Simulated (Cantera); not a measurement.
## Adiabatic ignition

An adiabatic, constant-volume homogeneous reactor starts with 3.25 % CH4, 20.3 % O2, 76.4 % N2, equivalence ratio 0.32, at 1498 K and 300000 Pa.

Cantera simulation using GRI-Mech 3.0 (53 species, 325 reactions); the numbers are that mechanism's predictions, not measurements.

```json
[
 {"t (s)": "6.00e-6", "T (K)": "1498", "P (bar)": "3.00", "x CH4": "0.0325", "x O2": "0.203", "x OH": "1.59e-8", "x NO": "<1e-12", "x C2H6": "1.28e-10", "x CH3": "9.19e-7", "x H2O": "2.05e-7"},
 {"t (s)": "2.00e-5", "T (K)": "1498", "P (bar)": "3.00", "x CH4": "0.0325", "x O2": "0.203", "x OH": "4.52e-8", "x NO": "<1e-12", "x C2H6": "6.90e-9", "x CH3": "3.85e-6", "x H2O": "1.57e-6"},
 {"t (s)": "6.64e-5", "T (K)": "1498", "P (bar)": "3.00", "x CH4": "0.0325", "x O2": "0.203", "x OH": "2.53e-7", "x NO": "<1e-12", "x C2H6": "7.09e-7", "x CH3": "2.41e-5", "x H2O": "2.19e-5"},
 {"t (s)": "0.000221", "T (K)": "1504", "P (bar)": "3.01", "x CH4": "0.0313", "x O2": "0.202", "x OH": "4.36e-6", "x NO": "4.80e-12", "x C2H6": "0.000162", "x CH3": "0.000211", "x H2O": "0.000898"},
 {"t (s)": "0.000735", "T (K)": "2346", "P (bar)": "4.71", "x CH4": "<1e-12", "x O2": "0.137", "x OH": "0.00418", "x NO": "0.000222", "x C2H6": "<1e-12", "x CH3": "<1e-12", "x H2O": "0.0626"},
 {"t (s)": "0.00245", "T (K)": "2344", "P (bar)": "4.70", "x CH4": "<1e-12", "x O2": "0.136", "x OH": "0.00415", "x NO": "0.000989", "x C2H6": "<1e-12", "x CH3": "<1e-12", "x H2O": "0.0626"},
 {"t (s)": "0.00814", "T (K)": "2338", "P (bar)": "4.69", "x CH4": "<1e-12", "x O2": "0.135", "x OH": "0.00406", "x NO": "0.00325", "x C2H6": "<1e-12", "x CH3": "<1e-12", "x H2O": "0.0626"},
 {"t (s)": "0.0271", "T (K)": "2325", "P (bar)": "4.67", "x CH4": "<1e-12", "x O2": "0.133", "x OH": "0.00388", "x NO": "0.00810", "x C2H6": "<1e-12", "x CH3": "<1e-12", "x H2O": "0.0627"},
 {"t (s)": "0.0902", "T (K)": "2315", "P (bar)": "4.64", "x CH4": "<1e-12", "x O2": "0.131", "x OH": "0.00372", "x NO": "0.0121", "x C2H6": "<1e-12", "x CH3": "<1e-12", "x H2O": "0.0628"},
 {"t (s)": "0.300", "T (K)": "2314", "P (bar)": "4.64", "x CH4": "<1e-12", "x O2": "0.131", "x OH": "0.00371", "x NO": "0.0125", "x C2H6": "<1e-12", "x CH3": "<1e-12", "x H2O": "0.0629"}
]
```
x: mole fraction; the columns are a selection and need not sum to one.

The time of steepest temperature rise comes out as 0.339 ms, the temperature at 0.300 s is 2314 K and the equilibrium temperature is 2314 K. The x(CH4) at 0.300 s is <1e-12 (gas-phase equilibrium <1e-12). The x(O2) at 0.300 s is 0.131 (gas-phase equilibrium 0.131). The x(OH) at 0.300 s is 0.00371 (gas-phase equilibrium 0.00371).
